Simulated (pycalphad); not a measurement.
Computed with pycalphad from the COST 507 light-alloy database (1999), at 1 atm. The data set is of 1999 and partly superseded. Amounts are mole fractions of atoms.

Give the equilibrium state of Fe-12.15Si (at.%) at 1690 K.


```
T = 1690.00 K, P = 101325 Pa, N = 1 mol of atoms
G = -109497 J/mol, H = 47297 J/mol, S = 92.78 J/(mol K)  (SER reference)
chemical potentials (J/mol): Fe -99824, Si -179438
phase             fraction      x(Fe)      x(Si)
LIQUID              0.7146     0.8714     0.1286
BCC_A2              0.2854     0.8964     0.1036
```

BCC_A2 is bcc.
